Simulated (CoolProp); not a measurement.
Vapour-liquid equilibrium of ethane (1) + C3F8 (R218) (2) at 86.2 kPa; x and y are mole fractions of (1).

The numbers come from the multi-fluid Helmholtz-energy mixture model, Bücker 2006 and Lemmon 2006; pair parameters Bell 2016 in CoolProp.

```
x     bubble temperature (K)  y at the bubble point  dew temperature at overall composition x (K)  liquid density (mol/L)
----  ----------------------  ---------------------  --------------------------------------------  ----------------------
0.05                   216.3                  0.582                                         231.8                   9.188
0.15                   196.7                  0.887                                         229.5                   10.06
0.25                   188.6                  0.942                                         227.0                   10.77
0.35                   185.4                  0.957                                         224.3                   11.44
0.45                   184.3                  0.962                                         221.2                   12.14
0.55                   184.0                  0.963                                         217.6                   12.91
0.65                   184.0                  0.964                                         213.3                   13.78
0.75                   183.7                  0.966                                         208.0                   14.78
0.85                   183.2                  0.972                                         200.5                   15.97
0.95                   182.2                  0.987                                         187.0                   17.39
```

No azeotrope shows between x = 0.05 and 0.95.

Pair parameters are fitted to limited data, so mixtures are less certain than the pure fluids. With so large a gap from Raoult's law the liquid may split in two, which this calculation doesn't test in full.
